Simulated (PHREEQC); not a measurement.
Solution (25 °C): 4.3 mmol/kgw Cu(BF4)2 and 6.2 mmol/kgw H2SO4. Closed to the air; pH follows from the charge balance.

All values are PHREEQC results (ion-association model, wateq4f.dat), not measurements.

Each row changes one thing in this solution. Precipitation was switched off in this run.

```
case                                            pH  ionic strength (mol/kgw)  HF (mol/kgw)  Cu+2 (mol/kgw)  H3BO3 (mol/kgw)  F- (mol/kgw)  SI of CuF2:2H2O (CuF2:2H2O)  SI of Tenorite (CuO)
--------------------------------------------  ----  ------------------------  ------------  --------------  ---------------  ------------  ---------------------------  --------------------
as made                                       2.07                    0.0236       0.00549         0.00348          0.00138      0.000503                        -4.88                 -6.18
H2SO4 from 0.0062 to 0.00124 mol/kgw          2.63                    0.0154       0.00416         0.00398          0.00118       0.00135                        -3.90                 -4.96
H2SO4 left out                                 [?]                    0.0139       0.00345         0.00419          0.00119       0.00230                        -3.41                 -4.30
H2SO4 replaced by ZnSO4 at the same molality  2.97                    0.0301           [?]         0.00344          0.00120       0.00247                        -3.54                   [?]
H2SO4 from 0.0062 to 0.031 mol/kgw            1.46                    0.0608           [?]         0.00302          0.00176      0.000171                        -6.04                 -7.56
```

Task: Fill in the missing entries.

Result: 
- H2SO4 left out, pH: 2.95
- H2SO4 replaced by ZnSO4 at the same molality, HF (mol/kgw): 0.00332
- H2SO4 replaced by ZnSO4 at the same molality, SI of Tenorite (CuO): -4.41
- H2SO4 from 0.0062 to 0.031 mol/kgw, HF (mol/kgw): 0.00705

Complexes and solids missing from the database can't appear. Real BF4- forms and hydrolyses slowly; the run takes it at equilibrium.
